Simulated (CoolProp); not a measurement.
Hydrogen chloride at 293.15 K and 0.968 MPa is throttled through a valve to 0.487 MPa with no heat exchange. Each further row changes one setting.

The numbers come from the reference Helmholtz-energy equation of state, Thol 2018 in CoolProp.

```csv
case,temperature change (K),final density (kg/m³)
as stated,…,…
outlet pressure 0.146 MPa,…,2.32
outlet pressure 0.633 MPa,-5.5,…
```

### Question
Complete the blanks.

### Answer

- as stated, temperature change (K): -8.0
- as stated, final density (kg/m³): 7.75
- outlet pressure 0.146 MPa, temperature change (K): -14.1
- outlet pressure 0.633 MPa, final density (kg/m³): 10.1
